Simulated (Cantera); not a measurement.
Input (Python, Cantera) and output of one run.

```python
import numpy as np
import cantera as ct

gas_names = """
    C CH CH2 CH3 CH2OH CH3O CH4 CH3OH CN CO CO2 COOH C2 C2H CHCO,ketyl C2H2,acetylene C2H2,vinylidene
    CH2CO,ketene C2H3,vinyl CH3CN CH3CO,acetyl C2H4 C2H4O,ethylen CH3CHO,ethanal CH3COOH (HCOOH)2 C2H5
    C2H6 CH3OCH3 C2H5OH CCN CNC C2N2 C2O C3 C3H3,propargyl C3H4,allene C3H4,propyne C3H4,cyclo-
    C3H5,allyl C3H6,propylene C3H6,cyclo- C3H6O C3H7,n-propyl C3H7,i-propyl C3H8 C3H8O,1propanol
    C3H8O,2propanol C3O2 C4 C4H2 C4H4,1,3-cyclo- C4H6,butadiene C4H6,2-butyne C4H6,cyclo- C4H8,1-butene
    C4H8,cis2-buten C4H8,tr2-butene C4H8,isobutene C4H8,cyclo- (CH3COOH)2 C4H9,n-butyl C4H9,i-butyl
    C4H9,s-butyl C4H9,t-butyl C4H10,isobutane C4H10,n-butane C4N2 C5 C5H6,1,3cyclo- C5H8,cyclo-
    C5H10,1-pentene C5H10,cyclo- C5H11,pentyl C5H11,t-pentyl C5H12,n-pentane C5H12,i-pentane
    CH3C(CH3)2CH3 C6H2 C6H5,phenyl C6H5O,phenoxy C6H6 C6H5OH,phenol C6H10,cyclo- C6H12,1-hexene
    C6H12,cyclo- C6H13,n-hexyl C7H7,benzyl C7H8 C7H8O,cresol C7H14,1-heptene C7H15,n-heptyl
    C7H16,n-heptane C8H8,styrene C8H10,ethylbenz C8H16,1-octene C8H17,n-octyl C8H18,isooctane
    C8H18,n-octane C9H19,n-nonyl C10H8,naphthale C10H21,n-decyl C12H9,o-bipheny C12H10,bipheny H HCN HCO
    HCCN HNC HNCO HNO HNO2 HNO3 HO2 H2 HCHO,formaldehy HCOOH H2O H2O2 N NCO NH NH2 NH3 NH2OH NO NO2 NO3
    N2 N2H2 N2H4 N2O O OH O2 O3 Si SiC SiC2 SiC4H12 SiH SiH2 SiH3 SiH4 SiN SiO SiO2 Si2 Si2C Si2N Si3
""".split()
cond_names = """
    C(gr) C6H6(L) C7H8(L) C8H18(L),n-octa H2O(s) H2O(L) Si(cr) Si(L) SiC(b) SiO2(Lqz) SiO2(hqz) SiO2(L)
    Si2N2O(s) Si3N4(a)
""".split()


def load(file, names, dense=False):
    # The tables refer to 1 bar. Condensed volumes are neglected.
    table = {s.name: s for s in ct.Species.list_from_file(file)}
    out = []
    for n in names:
        d = dict(table[n].input_data)
        d["thermo"] = dict(d["thermo"], **{"reference-pressure": 1e5})
        if dense:
            d["equation-of-state"] = {"model": "constant-volume", "density": "1e6 g/cm^3"}
        out.append(ct.Species.from_dict(d))
    return out


gas = ct.Solution(thermo="ideal-gas", species=load("nasa_gas.yaml", gas_names))
cond = {s.name: ct.Solution(thermo="fixed-stoichiometry", species=[s], name=s.name)
        for s in load("nasa_condensed.yaml", cond_names, dense=True)}
atoms = {
    'Si3N4': {'Si': 3, 'N': 4},
    'CO2': {'C': 1, 'O': 2},
    'H2': {'H': 2},
}
top_T = {'C(gr)': 4500, 'SiC(b)': 3050, 'Si2N2O(s)': 2100, 'Si3N4(a)': 2400}  # K; cautious upper limits of use, not melting points


def equilibrate(T, P, feed):
    n = {}
    for name, mol in feed.items():
        for a, k in atoms[name].items():
            n[a] = n.get(a, 0.0) + k * mol
    gas.TPX = T, P, n
    mass = sum(n.values()) * gas.mean_molecular_weight
    gas.equilibrate("TP")
    valid = [c for c in cond.values() if c.min_temp <= T <= top_T.get(c.name, c.max_temp)]
    mix = ct.Mixture([(gas, mass / gas.mean_molecular_weight)] + [(c, 0.0) for c in valid])
    mix.T, mix.P = T, P
    mix.equilibrate("TP", solver="vcs", rtol=1e-11, max_steps=5000)
    return mix


results = []
feed = {'Si3N4': 1, 'CO2': 0.83, 'H2': 5.2}  # mol
T = 1898.15  # K
P = 540  # Pa
mix = equilibrate(T, P, feed)
results.append((T, P, feed, dict(zip(mix.species_names, mix.species_moles))))
print(gas.report(threshold=0.0001))
for i in range(1, mix.n_phases):
    print(f"{mix.phase(i).name:16s} {mix.phase_moles(i):12.5e} mol")
```

Output:

```
       temperature   1898.2 K
          pressure   540 Pa
           density   0.00052245 kg/m^3
  mean mol. weight   15.269 kg/kmol
   phase of matter   gas

                          1 kg             1 kmol
                     ---------------   ---------------
          enthalpy        2.3002e+06        3.5122e+07  J
   internal energy        1.2666e+06         1.934e+07  J
           entropy             17629        2.6918e+05  J/K
    Gibbs function       -3.1162e+07       -4.7582e+08  J
 heat capacity c_p            2276.4             34759  J/K
 heat capacity c_v            1731.9             26444  J/K

                      mass frac. Y      mole frac. X     chem. pot. / RT
                     ---------------   ---------------   ---------------
                CO           0.05384           0.02935           -43.279
                 H        0.00053488         0.0081024           -12.542
               HCN        0.00022709         0.0001283           -35.238
                H2          0.076432            0.5789           -25.083
                N2           0.41128           0.22417           -33.482
                Si         0.0041924         0.0022793           -5.5842
               SiH        0.00021177        0.00011115           -18.126
               SiO           0.45268           0.15679           -42.908
     [ +143 minor]        0.00059581        0.00016762

C(gr)             0.00000e+00 mol
Si(L)             1.01135e+00 mol
SiC(b)            5.66704e-01 mol
SiO2(L)           0.00000e+00 mol
Si2N2O(s)         0.00000e+00 mol
Si3N4(a)          0.00000e+00 mol
```

Cantera equilibrium calculation (NASA polynomials, part measured and part estimated; ideal gas, pure solids and liquids). Mutual solubility and eutectic melting of coexisting phases are not modelled. The tables' values for SiN are old estimates; treat these amounts as uncertain. Gases not in the tables: Si2H6 and higher silanes.
